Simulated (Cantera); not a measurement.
## Ignition delay

Mixture: 5.77 % CH4, 0.692 % CO, 20.8 % O2, 72.7 % N2, at 1.00 bar, adiabatic and at constant volume. Ignition delay is the time to a rise of 400 K.

Computed with Cantera and GRI-Mech 3.0 (53 species, 325 reactions).

```json
[
 {"T0 (K)": "1073", "delay (ms)": "237"},
 {"T0 (K)": "1123", "delay (ms)": "104"},
 {"T0 (K)": "1173", "delay (ms)": "47.7"},
 {"T0 (K)": "1223", "delay (ms)": "22.9"},
 {"T0 (K)": "1273", "delay (ms)": "11.5"},
 {"T0 (K)": "1323", "delay (ms)": "6.01"},
 {"T0 (K)": "1373", "delay (ms)": "3.29"}
]
```

```json
{
 "apparent activation energy between 1273 and 1373 K": "180 kJ/mol"
}
```
